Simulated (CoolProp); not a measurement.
Vapour-liquid equilibrium of propane (1) + R114 (2) at 0.902 MPa; x and y are mole fractions of (1).

The numbers come from the multi-fluid Helmholtz-energy mixture model, Lemmon 2009 and Platzer 1990; pair parameters Bell 2016 in CoolProp. This equation is an older, rougher fit; its heat capacities, sound speeds and derivatives of the liquid may be far off and weren't checked against measurements.

Problem. Give the bubble temperature and the first vapour's composition at x = 0.2, 0.5, 0.8. Is there an azeotrope?

Solution. x = 0.2: 58.4 °C, y = 0.450; x = 0.5: 40.2 °C, y = 0.756; x = 0.8: 28.9 °C, y = 0.915. No azeotrope shows between x = 0.05 and 0.95.

The pair parameters rest on a limited set of measurements; away from them the model extrapolates.
